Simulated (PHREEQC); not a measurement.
Consider water at 25 °C with 0.27 mol NaF per kg of water. Closed to the air; pH follows from the charge balance.

Model: ion-association model, phreeqc.dat, run in PHREEQC.

```json
{
 "pH": "8.26",
 "ionic_strength": "0.253 mol/kgw",
 "activity_of_water": "0.991",
 "specific_conductance": "20400 µS/cm",
 "density": "1.009 g/cm³"
}
```

```
species  molality  activity   log γ
-------  --------  --------  ------
Na+         0.253     0.186  -0.132
F-          0.252     0.174  -0.162
NaF        0.0175    0.0186   0.025
OH-       2.65e-6   1.82e-6  -0.162
HF        1.35e-6   1.43e-6   0.025
HF2-      1.29e-6   9.54e-7  -0.132
H+        6.97e-9   5.50e-9  -0.103
```

No solid was allowed to form. Species that the database lacks are ignored.
